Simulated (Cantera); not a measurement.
Gas mixture: 62.7 % N₂, 37.3 % O₂, at 500000 Pa, frozen composition.

Cantera's kinetic-theory transport with the Lennard-Jones parameters of GRI-Mech 3.0, ideal gas; thermal conductivity in the mixture-averaged form.

D: mixture-averaged diffusion coefficient of that species in the mixture.

```tsv
T (K)	ρ (kg/m³)	cp (J/kg/K)	μ (µPa s)	λ (mW/m/K)	Pr	D (cm²/s) C₂H₂	D (cm²/s) CH₃	D (cm²/s) N₂
400	4.43	1004	23.6	33.2	0.713	0.0568	0.0762	0.0700
650	2.73	1057	33.0	49.4	0.706	0.133	0.176	0.160
900	1.97	1117	41.0	64.6	0.708	0.231	0.305	0.277
1150	1.54	1160	48.1	78.8	0.708	0.349	0.460	0.417
1400	1.27	1192	54.6	92.1	0.707	0.485	0.638	0.578
1650	1.08	1216	___	___	0.706	___	___	___
1900	0.934	1236	66.6	117	0.706	0.806	1.06	0.959
2150	0.825	1252	72.1	128	0.706	___	___	___
2400	0.739	1266	77.4	139	0.706	1.19	1.56	1.41
```

Problem. Fill in the missing entries.

Solution. 
- 1650, μ (µPa s): 60.8
- 1650, λ (mW/m/K): 105
- 1650, D (cm²/s) C₂H₂: 0.637
- 1650, D (cm²/s) CH₃: 0.838
- 1650, D (cm²/s) N₂: 0.759
- 2150, D (cm²/s) C₂H₂: 0.989
- 2150, D (cm²/s) CH₃: 1.30
- 2150, D (cm²/s) N₂: 1.18
